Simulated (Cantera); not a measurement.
A closed system holds: 1 mol Si2Cl6, a varied amount of N2, held at 113 Torr.

Cantera equilibrium calculation (NASA polynomials, part measured and part estimated; ideal gas, pure solids and liquids). Candidate condensed phases: Si, Si3N4; 13 gas species. The feed counts by its element totals alone. N2 is the only nitrogen source here; it is nearly inert below about 1500 K, so the nitride shown seldom forms there in practice. The tables' values for SiCl3 are old estimates. Rates play no part.

Question: What condenses at these points (T in °C, n(N2) in mol): (802, 83); (1352, 12); (952, 48); (1202, 120); (1102, 83)?

Answer: 
```csv
T (°C),n(N2) in mol,condensed phases,Si condensed (%)
802,83,Si3N4,25.0
1352,12,gas only,0.0
952,48,Si3N4,24.5
1202,120,Si3N4,7.1
1102,83,Si3N4,20.4
```
